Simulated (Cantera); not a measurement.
Equilibrium for silicon nitride deposition: Si2Cl6 + NH3 + H2

Input: 1 mol Si2Cl6, 10 mol NH3, 14 mol H2, equilibrated at 51.0 Pa.

Equilibrium computed with Cantera from the NASA thermochemical tables; the gas is ideal and each condensed phase is pure. Candidate condensed phases: NH4Cl, Si, Si3N4; 28 gas species. The feed counts by its element totals alone. The tables' values for SiCl, SiCl3, SiN are old estimates; treat these amounts as uncertain. Gases not in the tables: Si2H6 and higher silanes. Kinetics and transport are ignored.

From 925 K to 1425 K the condensed part is Si3N4(s). From 1525 K to 1625 K the condensed part is Si(s). From 1725 K to 1825 K the condensed part is Si(l). From 1925 K to 2025 K nothing is condensed. The main Si-bearing gas is SiCl4 at 925 K and Si at 2025 K.

```
T (K)   x H2   x HCl   x N2       x H   x SiCl2      x Si  n Si3N4(s)  n Si(s)  n Si(l)
-----  -----  ------  -----  --------  --------  --------  ----------  -------  -------
925    0.729   0.167  0.103   9.85e-9   2.25e-7    <1e-12       0.664        0        0
1025   0.729   0.168  0.103   1.65e-7   6.55e-6    <1e-12       0.665        0        0
1125   0.729   0.167  0.103   1.68e-6  0.000103    <1e-12       0.664        0        0
1225   0.730   0.165  0.104   1.18e-5   0.00101  7.46e-11       0.653        0        0
1325   0.732   0.155  0.107   6.20e-5   0.00602   1.25e-8       0.591        0        0
1425   0.739   0.125  0.115  0.000260    0.0198   9.72e-7       0.425        0        0
1525   0.738  0.0898  0.135  0.000900    0.0358   3.70e-5           0    0.665        0
1625   0.737  0.0878  0.135   0.00268    0.0366  0.000319           0    0.618        0
1725   0.732  0.0875  0.134   0.00703    0.0361   0.00199           0        0    0.551
1825   0.716  0.0893  0.133    0.0165    0.0333   0.00892           0        0    0.329
1925   0.682  0.0983  0.129    0.0350    0.0251    0.0230           0        0        0
2025   0.636   0.112  0.125    0.0680    0.0133    0.0332           0        0        0
```
x: gas mole fraction; n: condensed amount in mol.
